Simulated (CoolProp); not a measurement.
Properties of hydrogen sulfide along the isotherm 428.7 K.

Computed with CoolProp (reference Helmholtz-energy equation of state, Lemmon 2006). It is a short technical equation, of lower accuracy than the large ones.

```tsv
p (MPa)	phase	isothermal compressibility (1/MPa)	viscosity (µPa s)	fugacity coefficient
7.5	gas	0.1714	18.8	0.8292
15	supercritical	0.1205	27.6	0.6695
22.5	supercritical	0.03607	45.4	0.5453
30	supercritical	0.01517	57.6	0.4721
37.5	supercritical	0.009200	66.7	0.4289
45	supercritical	0.006534	74.3	0.4023
52.5	supercritical	0.005045	80.9	0.3859
60	supercritical	0.004101	86.9	0.3764
67.5	supercritical	0.003451	92.4	0.3716
75	supercritical	0.002976	97.6	0.3705
82.5	supercritical	0.002615	102	0.3723
90	supercritical	0.002332	107	0.3765
```

Viscosity comes from a separate model (Quiñones-Cisneros 2012).
